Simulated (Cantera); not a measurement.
# Sublimation and decomposition of ceramics: SiC + Si + H₂

Charge: 1 mol SiC, 0.0091 mol Si, 3.9 mol H₂, at 2.50 mbar.

Method: chemical equilibrium by Gibbs-energy minimisation in Cantera with the NASA 1993 tables (ideal gas, pure condensed phases). Candidate condensed phases: C, C₆H₆, C₇H₈, C₈H₁₈, Si, SiC; 87 gas species. Gases not in the tables: Si₂H₆ and higher silanes. Equilibrium is a limit: real reactors are often held back by kinetics, nucleation or transport.

```
T (°C)   x H₂    x H    x Si   x SiC₂    x Si₂C  x C₂H₂ (acetylene)      x C₃  n C(graphite)  n SiC(s)
------  -----  -----  ------  -------  --------  ------------------  --------  -------------  --------
2027    0.761  0.169  0.0535  0.00739   0.00435             0.00329   6.69e-6          0.197     0.684
2077    0.671  0.204  0.0946   0.0155   0.00895             0.00370   1.65e-5          0.405     0.357
2127    0.582  0.243   0.132   0.0253    0.0117             0.00406   3.92e-5          0.610         0
2177    0.533  0.293   0.130   0.0292   0.00774             0.00465   8.98e-5          0.566         0
2227    0.480  0.348   0.126   0.0328   0.00502             0.00519  0.000199          0.514         0
2277    0.425  0.407   0.121   0.0360   0.00320             0.00566  0.000426          0.453         0
2327    0.370  0.467   0.114   0.0389   0.00202             0.00599  0.000886          0.383         0
2377    0.315  0.526   0.106   0.0414   0.00127             0.00617   0.00179          0.300         0
2427    0.262  0.582  0.0990   0.0436  0.000802             0.00618   0.00352          0.193         0
```
x: gas mole fraction; n: condensed amount in mol.

From 2027 °C to 2077 °C the condensed part is C(graphite) + SiC(s). From 2127 °C to 2427 °C the condensed part is C(graphite). The main Si-bearing gas is Si throughout.
